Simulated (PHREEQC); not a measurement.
Make-up at 25 °C: 0.1 mol/kgw Na2CO3 and 5.3e-05 mol/kgw NaCl. Closed to the air; pH follows from the charge balance.

Model: ion-association model, phreeqc.dat, run in PHREEQC.

This is a speciation only: nothing precipitates in the calculation.

Task: Order these C species by the share of C that they hold, largest first: HCO3-, NaCO3-, CO3-2, NaHCO3.

Result: CO3-2 (52 %), NaCO3- (46 %), HCO3- (2.5 %), NaHCO3 (0.11 %)

The pH is 11.26 and the ionic strength 0.206 mol/kgw.
